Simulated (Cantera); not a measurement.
An isothermal, constant-pressure homogeneous reactor starts with N₂O : O₂ = 1 : 1.6 (molar parts), at 1175 K and 9900 Pa. Integrator tolerance rtol = 1e-08.

Detailed kinetics in Cantera: GRI-Mech 3.0 (53 species, 325 reactions). GRI-Mech 3.0 was tuned for natural gas; its chemistry of N2O as a main component is partial and can be far from experiment. The mechanism lacks the step 2 NO + O2 → 2 NO2, which can matter for NO2 below about 1400 K. The temperature is held fixed by assumption; the heat of reaction is taken as removed at once.

**Question.** What does this change do: temperature 1175 to 1575 K?

**Answer.** 
| quantity | before | after |
|---|---|---|
| x(N₂O) at 2.00 s | 0.352 (gas-phase equilibrium 2.66e-9) | 2.31e-6 (gas-phase equilibrium 2.41e-8) |
| x(O₂) at 2.00 s | 0.619 (gas-phase equilibrium 0.677) | 0.633 (gas-phase equilibrium 0.676) |
| x(N₂) at 2.00 s | 0.0260 (gas-phase equilibrium 0.322) | 0.278 (gas-phase equilibrium 0.322) |
| x(O) at 2.00 s | 1.22e-6 (gas-phase equilibrium 3.84e-8) | 2.73e-5 (gas-phase equilibrium 2.82e-5) |
| x(NO₂) at 2.00 s | 3.47e-6 (gas-phase equilibrium 2.00e-6) | 0.000208 (gas-phase equilibrium 4.85e-6) |
| x(NO) at 2.00 s | 0.00259 (gas-phase equilibrium 0.000186) | 0.0889 (gas-phase equilibrium 0.00200) |

**Question.** What does this change do: 0.12 parts H2O added?

**Answer.** 
```json
[
 {"quantity": "x(N₂O) at 2.00 s", "before": "0.352 (gas-phase equilibrium 2.66e-9)", "after": "0.330 (gas-phase equilibrium 2.52e-9)"},
 {"quantity": "x(O₂) at 2.00 s", "before": "0.619 (gas-phase equilibrium 0.677)", "after": "0.593 (gas-phase equilibrium 0.652)"},
 {"quantity": "x(N₂) at 2.00 s", "before": "0.0260 (gas-phase equilibrium 0.322)", "after": "0.0304 (gas-phase equilibrium 0.310)"},
 {"quantity": "x(O) at 2.00 s", "before": "1.22e-6 (gas-phase equilibrium 3.84e-8)", "after": "1.21e-6 (gas-phase equilibrium 3.77e-8)"},
 {"quantity": "x(NO₂) at 2.00 s", "before": "3.47e-6 (gas-phase equilibrium 2.00e-6)", "after": "0.000203 (gas-phase equilibrium 1.89e-6)"},
 {"quantity": "x(NO) at 2.00 s", "before": "0.00259 (gas-phase equilibrium 0.000186)", "after": "0.00233 (gas-phase equilibrium 0.000179)"}
]
```

**Question.** What does this change do: 0.11 parts H2O added?

**Answer.** 
```tsv
quantity	before	after
x(N₂O) at 2.00 s	0.352 (gas-phase equilibrium 2.66e-9)	0.332 (gas-phase equilibrium 2.53e-9)
x(O₂) at 2.00 s	0.619 (gas-phase equilibrium 0.677)	0.596 (gas-phase equilibrium 0.654)
x(N₂) at 2.00 s	0.0260 (gas-phase equilibrium 0.322)	0.0301 (gas-phase equilibrium 0.311)
x(O) at 2.00 s	1.22e-6 (gas-phase equilibrium 3.84e-8)	1.20e-6 (gas-phase equilibrium 3.78e-8)
x(NO₂) at 2.00 s	3.47e-6 (gas-phase equilibrium 2.00e-6)	0.000199 (gas-phase equilibrium 1.90e-6)
x(NO) at 2.00 s	0.00259 (gas-phase equilibrium 0.000186)	0.00233 (gas-phase equilibrium 0.000180)
```
